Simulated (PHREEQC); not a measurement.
Solution (25 °C): 0.0013 mol NH3, 3.4e-06 mol H4SiO4 and 0.045 mol KH2PO4 per kg of water. Closed to the air; pH follows from the charge balance.

Computed with PHREEQC (ion-association model, wateq4f.dat).

Each row changes one thing in this solution. Precipitation was switched off in this run.

| case | pH | ionic strength (mol/kgw) | HPO4-2 (mol/kgw) | KHPO4- (mol/kgw) | H3PO4 (mol/kgw) | NH3 (mol/kgw) | SI of Quartz (SiO2) |
|---|---|---|---|---|---|---|---|
| as made | 5.42 | 0.0475 | 0.00127 | 5.15e-5 | 1.99e-5 | 1.62e-7 | -1.48 |
| temperature from 25 to 20 °C | 5.44 | 0.0475 | 0.00127 | 5.17e-5 | 1.82e-5 | 1.17e-7 | … |
| 0.001 mol/kgw CsOH added | 5.67 | 0.0494 | 0.00222 | … | 1.09e-5 | … | -1.48 |
| 0.0047 mol/kgw Cs2CO3 added | 6.27 | 0.0634 | 0.00802 | … | 2.32e-6 | 1.12e-6 | -1.48 |
| H4SiO4 from 3.4e-06 to 6.8e-07 mol/kgw | 5.42 | 0.0475 | 0.00127 | 5.15e-5 | 1.99e-5 | 1.62e-7 | … |

Question: What belongs in the gaps?

Answer: 
- temperature from 25 to 20 °C, SI of Quartz (SiO2): -1.41
- 0.001 mol/kgw CsOH added, KHPO4- (mol/kgw): 8.89e-5
- 0.001 mol/kgw CsOH added, NH3 (mol/kgw): 2.87e-7
- 0.0047 mol/kgw Cs2CO3 added, KHPO4- (mol/kgw): 0.000296
- H4SiO4 from 3.4e-06 to 6.8e-07 mol/kgw, SI of Quartz (SiO2): -2.18

H3PO4, which wateq4f.dat lacks, is added to it with the constant of phreeqc.dat.
